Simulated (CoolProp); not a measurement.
Properties of R1123 along the isobar 20 MPa (Tc = 331.7 K, pc = 4.549 MPa, ω = 0.243).

Values from CoolProp's reference Helmholtz-energy equation of state, Akasaka 2020.

| T (K) | phase | density (kg/m³) | cp (kJ/(kg K)) | Joule-Thomson coefficient (K/MPa) | fugacity coefficient |
|---|---|---|---|---|---|
| 307.2 | liquid | 1106 | 1.389 | -0.04851 | 0.1672 |
| 325.1 | liquid | 1045 | 1.437 | 0.07081 | 0.2237 |
| 342.9 | supercritical | 979.5 | 1.489 | 0.2230 | 0.2855 |
| 360.8 | supercritical | 909.9 | 1.538 | ___ | 0.3510 |
| 378.6 | supercritical | 838.2 | 1.575 | 0.6302 | ___ |
| 396.4 | supercritical | 766.5 | 1.592 | 0.8645 | 0.4817 |
| 414.3 | supercritical | 697.5 | 1.585 | ___ | 0.5437 |
| 432.1 | supercritical | 634.6 | 1.560 | 1.279 | 0.6012 |
| 450 | supercritical | 579.0 | 1.525 | 1.410 | 0.6543 |
| 467.8 | supercritical | 531.3 | 1.489 | 1.481 | 0.7022 |

### Question
What belongs in the gaps?

### Answer

- 360.8, Joule-Thomson coefficient (K/MPa): 0.4118
- 378.6, fugacity coefficient: 0.4170
- 414.3, Joule-Thomson coefficient (K/MPa): 1.091
